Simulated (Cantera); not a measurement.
Mixture: H₂ : O₂ : N₂ = 1 : 0.455 : 1.71 (molar parts), equivalence ratio 1.1, at 1.01 bar, adiabatic and at constant volume. Ignition delay is the time to a rise of 400 K.

Detailed kinetics in Cantera: the H2/O2 subset of GRI-Mech 3.0, which has no nitrogen chemistry. Where the delays flatten at high temperature, the 400 K rule measures the pace of heat release, not the induction time.

### Question
Predict: delay at 1250 K; delay at 1350 K; delay at 1450 K; delay at 1550 K; delay at 1650 K; delay at 1750 K; delay at 1850 K.

### Answer
| Quantity | Result |
|---|---|
| delay at 1250 K | 34.5 µs |
| delay at 1350 K | 22.9 µs |
| delay at 1450 K | 16.9 µs |
| delay at 1550 K | 13.7 µs |
| delay at 1650 K | 12.0 µs |
| delay at 1750 K | 11.4 µs |
| delay at 1850 K | 11.5 µs |
